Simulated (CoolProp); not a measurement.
Properties of nitrogen along the isobar 20.2 bar (Tc = -147.0 °C, pc = 33.96 bar, ω = 0.037).

Values from CoolProp's reference Helmholtz-energy equation of state, Span 2000.

```
T (°C)    phase  cv (kJ/(kg K))  expansivity (1/kK)  viscosity (µPa s)  conductivity (mW/(m K))  fugacity coefficient
-------  ------  --------------  ------------------  -----------------  -----------------------  --------------------
-161.15  liquid          0.9642               14.93               53.6                     77.8                0.6399
-155.05     gas          0.9435               29.87               9.59                     16.3                0.7620
-149.05     gas          0.8708               20.08               9.74                     15.5                0.7965
-142.95     gas          0.8361               15.76               9.97                     15.4                0.8246
-136.85     gas          0.8151               13.24               10.2                     15.5                0.8477
-130.75     gas          0.8009               11.55               10.5                     15.7                0.8671
-124.75     gas          0.7907               10.34               10.8                     16.1                0.8832
-118.65     gas          0.7829               9.387               11.1                     16.4                0.8973
-112.55     gas          0.7769               8.630               11.4                     16.8                0.9094
-106.45     gas          0.7721               8.009               11.7                     17.2                0.9198
-100.45     gas          0.7684               7.496               12.0                     17.6                0.9288
-94.35      gas          0.7652               7.049               12.3                     18.0                0.9368
-88.25      gas          0.7626               6.663               12.7                     18.5                0.9439
-82.15      gas          0.7605               6.324               13.0                     18.9                0.9501
-76.15      gas          0.7587               6.028               13.3                     19.4                0.9555
-70.05      gas          0.7571               5.759               13.6                     19.8                0.9605
```

Viscosity comes from a separate model (Lemmon 2004). Thermal conductivity comes from a separate model (Lemmon 2004).
